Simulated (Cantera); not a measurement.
Input: 1 mol Si2H6, a varied amount of O2, 1 mol N2, at 1.00 Torr.

These are equilibrium values from Cantera (NASA tables, ideal gas, pure condensed phases), not measurements of a reactor. Candidate condensed phases: H2O, Si, SiO2, Si2N2O, Si3N4; 35 gas species. The feed counts by its element totals alone. N2 is the only nitrogen source here; it is nearly inert below about 1500 K, so the nitride shown seldom forms there in practice. Mutual solubility and eutectic melting of coexisting phases are not modelled. Kinetics and transport are ignored.

Stable condensed phases, one row left out:

```
T in °C \ n(O2) in mol
         0.066 0.083   0.1  0.13  0.16   0.2  0.25  0.32  0.39  0.49
   1600      A     A     A     A     A     A     A     A     A     A
   1550      A     A     A     A     A     A     A     A     A     A
   1500      A     A     A     A     A     A     A     A     A     A
   1450      A     A     A     A     A     A     A     A     A     A
   1400      A     A     A     A     A     A     B     B     B     B
   1350      B     B     B     B     B     B     B     B     B     B
   1300      C     C     C     C     C     C     C     B     B     B
   1250      C     C     C     C     C     C     C     C     C     B
   1200      C     C     C     C     C     C     C     C     C     B
   1100      C     C     C     C     C     C     C     C     C     C
   1050      C     C     C     C     C     C     C     C     C     C
```

A: Si; B: Si + Si2N2O; C: Si + Si2N2O + Si3N4.

Question: Give the row for 1150 °C.

Answer: 0.066: Si + Si2N2O + Si3N4; 0.083: Si + Si2N2O + Si3N4; 0.1: Si + Si2N2O + Si3N4; 0.13: Si + Si2N2O + Si3N4; 0.16: Si + Si2N2O + Si3N4; 0.2: Si + Si2N2O + Si3N4; 0.25: Si + Si2N2O + Si3N4; 0.32: Si + Si2N2O + Si3N4; 0.39: Si + Si2N2O + Si3N4; 0.49: Si + Si2N2O.
